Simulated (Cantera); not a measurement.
A closed system holds: 1 mol BCl3, 31 mol N2, 120 mol H2, held at 1973.15 K and 0.100 bar.

Cantera equilibrium calculation (NASA polynomials, part measured and part estimated; ideal gas, pure solids and liquids). Candidate condensed phases: B, BN, NH4Cl; 21 gas species. The tables' values for BCl, BH2 are old estimates; treat these amounts as uncertain. Equilibrium is a limit: real reactors are often held back by kinetics, nucleation or transport.

Question: What is the equilibrium state?

Answer: 
```json
{
 "x(H2)": "0.776",
 "x(N2)": "0.200",
 "x(HCl)": "0.0195",
 "x(H)": "0.00376",
 "x(BCl)": "8.23e-5",
 "x(Cl)": "7.08e-5",
 "x(BH2)": "1.94e-5",
 "x(BCl2)": "1.25e-6",
 "n(BN(s))": "0.984 mol",
 "gas_amount": "152.3 mol",
 "log10 activity of B(s) (absent)": "-1.20"
}
```
